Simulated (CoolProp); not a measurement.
Saturation properties of ethane (Tc = 32.2 °C, pc = 4.872 MPa, ω = 0.099).

The numbers come from the reference Helmholtz-energy equation of state, Bücker 2006 in CoolProp.

```
T (°C)  p (MPa)  enthalpy of vaporisation (kJ/kg)  liquid cp (kJ/(kg K))  surface tension (mN/m)  vapour viscosity (µPa s)
------  -------  --------------------------------  ---------------------  ----------------------  ------------------------
-96.35  0.06528                             499.3                  2.410                    17.4                      5.64
-91.55  0.08608                             493.3                  2.428                    16.7                      5.79
-86.75   0.1117                             487.0                  2.447                    15.9                      5.94
-81.95   0.1430                             480.5                  2.468                    15.1                      6.10
-77.15   0.1805                             473.7                  2.492                    14.4                      6.26
-72.35   0.2252                             466.7                  2.517                    13.6                      6.42
-67.55   0.2778                             459.4                  2.545                    12.9                      6.58
-62.75   0.3393                             451.8                  2.575                    12.2                      6.75
-57.95   0.4104                             443.8                  2.608                    11.4                      6.92
```

It boils at -88.6 °C under 1 atm.

Viscosity comes from a separate model (Friend 1991). Surface tension comes from a separate correlation (Mulero 2012).
